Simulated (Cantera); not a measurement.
## Equilibrium for tantalum, niobium, vanadium and zirconium in process gases: V + N₂ + H₂

Charge: 1 mol V, 13 mol N₂, 340 mol H₂, equilibrated at 0.00133 bar.

Cantera equilibrium calculation (NASA polynomials, part measured and part estimated; ideal gas, pure solids and liquids). Candidate condensed phases: V, VN; 11 gas species. VN: taken at fixed stoichiometry. Condensed phases not in the tables: V₂N, N, O or C dissolved in the metal. Equilibrium is a limit: real reactors are often held back by kinetics, nucleation or transport.

| T (K) | x H₂ | x H | x N₂ | x V | x N | x VN | n VN(s) | n V(s) |
|---|---|---|---|---|---|---|---|---|
| 1575 | 0.963 | 0.00112 | 0.0354 | 1.02e-7 | 1.95e-12 | 1.09e-12 | 1.000 | 0 |
| 1650 | 0.962 | 0.00244 | 0.0354 | 1.24e-6 | 1.03e-11 | 1.32e-11 | 1.000 | 0 |
| 1725 | 0.960 | 0.00498 | 0.0354 | 1.20e-5 | 4.68e-11 | 1.29e-10 | 0.996 | 0 |
| 1800 | 0.954 | 0.00958 | 0.0366 | 5.93e-5 | 1.92e-10 | 6.52e-10 | 0 | 0.979 |
| 1875 | 0.946 | 0.0175 | 0.0365 | 0.000229 | 6.89e-10 | 2.52e-9 | 0 | 0.918 |
| 1950 | 0.933 | 0.0303 | 0.0362 | 0.000795 | 2.24e-9 | 8.74e-9 | 0 | 0.715 |
| 2025 | 0.911 | 0.0503 | 0.0358 | 0.00251 | 6.68e-9 | 2.75e-8 | 0 | 0.0885 |
| 2100 | 0.882 | 0.0801 | 0.0353 | 0.00271 | 1.83e-8 | 2.95e-8 | 0 | 0 |
| 2175 | 0.840 | 0.123 | 0.0345 | 0.00265 | 4.69e-8 | 2.85e-8 | 0 | 0 |
| 2250 | 0.784 | 0.180 | 0.0334 | 0.00257 | 1.12e-7 | 2.72e-8 | 0 | 0 |
| 2325 | 0.711 | 0.254 | 0.0321 | 0.00247 | 2.51e-7 | 2.56e-8 | 0 | 0 |
| 2400 | 0.623 | 0.344 | 0.0304 | 0.00234 | 5.32e-7 | 2.36e-8 | 0 | 0 |
x: gas mole fraction; n: condensed amount in mol.

From 1575 K to 1725 K the condensed part is VN(s). From 1800 K to 2025 K the condensed part is V(s). From 2100 K to 2400 K nothing is condensed. The main V-bearing gas is V throughout.
